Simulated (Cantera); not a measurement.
Charge: 1 mol C2H2, 1.6 mol CO2, 16 mol N2, held at 0.133 bar.

Equilibrium computed with Cantera from the NASA thermochemical tables; the gas is ideal and each condensed phase is pure. Candidate condensed phases: C, C6H6, C7H8, C8H18, H2O; 136 gas species. Equilibrium is a limit: real reactors are often held back by kinetics, nucleation or transport.

Problem. At 1902 °C, list the 5 most abundant gas species with their mole fractions, and the condensed phases.

Solution. N2 0.788, CO 0.158, H2 0.0451, HCN 0.00523, H 0.00284. Condensed: C(graphite).
